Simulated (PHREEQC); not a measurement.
Solution (25 °C): 50 mmol/kgw NiCl2, 100 mmol/kgw KCl and 130 mmol/kgw MnSO4. Closed to the air; pH follows from the charge balance.

The numbers come from PHREEQC with the ion-association model, wateq4f.dat.

Task: The ionic strength comes out as 0.483 mol/kgw. What activity coefficients do Mn+2, KSO4-, MnCl3-, Cl-, Ni+2 get?

Result: Mn+2 0.25, KSO4- 0.69, MnCl3- 0.68, Cl- 0.65, Ni+2 0.29.

This is a speciation only: nothing precipitates in the calculation.
